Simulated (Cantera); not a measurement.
# Al(CH3)3 + N2O + N2 (aluminium nitride and oxide growth)

Charge: 1 mol Al(CH3)3, 36 mol N2O, 39 mol N2, equilibrated at 723 K and 16.0 Pa.

These are equilibrium values from Cantera (NASA tables, ideal gas, pure condensed phases), not measurements of a reactor. Candidate condensed phases: Al, AlN, Al2O3, C, C6H6, C7H8, C8H18, H2O; 148 gas species. The feed counts by its element totals alone. Rates play no part.

```yaml
x(N2): 0.794
x(O2): 0.127
x(H2O): 0.0476
x(CO2): 0.0317
n(Al2O3(s)): 0.500 mol
gas_amount: 94.50 mol
log10 activity of C(graphite) (absent): -29.17
log10 activity of Al(s) (absent): -48.82
```
